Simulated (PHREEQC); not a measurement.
Make-up at 90 °C and 300 atm: 0.031 mol NaHSO4 and 0.055 mol Na2SO4 per kg of water. Closed to the air; pH follows from the charge balance.

Equilibrium calculation in PHREEQC: Pitzer model, pitzer.dat.

Q: The ionic strength comes out as 0.205 mol/kgw. What activity coefficients do H+, HSO4-, SO4-2, Na+ get?

A: H+ 0.63, HSO4- 0.69, SO4-2 0.22, Na+ 0.67. Single-ion values are on the MacInnes scale.

No solid was allowed to form. Complexes and solids missing from the database can't appear. Under pressure, the constants of complexes without a molar volume in the database are unreliable. Constants without temperature data keep their 25 °C values here.
